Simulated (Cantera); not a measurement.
Mixture: 34.1 % CO, 1.23 % H2, 13.6 % O2, 51.1 % N2, equivalence ratio 1.3, at 13500 Torr, adiabatic and at constant pressure. Ignition delay is the time to a rise of 400 K.

Detailed kinetics in Cantera: GRI-Mech 3.0 (53 species, 325 reactions). The hydrogen kinetics of GRI-Mech 3.0 are dated; newer H2 mechanisms differ, most at raised pressure. The pressure lies above the range GRI-Mech 3.0 was tuned for (to about 10 atm). Below about 950 K walls govern HO2 and H2O2 in real vessels.

Question: Predict: delay at 850 K; delay at 950 K; delay at 1050 K; delay at 1150 K; delay at 1250 K; apparent activation energy between 1150 and 1250 K.

Answer: 
```json
{
  "delay at 850 K": "0.221 s",
  "delay at 950 K": "11.3 ms",
  "delay at 1050 K": "1.07 ms",
  "delay at 1150 K": "0.158 ms",
  "delay at 1250 K": "33.0 µs",
  "apparent activation energy between 1150 and 1250 K": "190 kJ/mol"
}
```
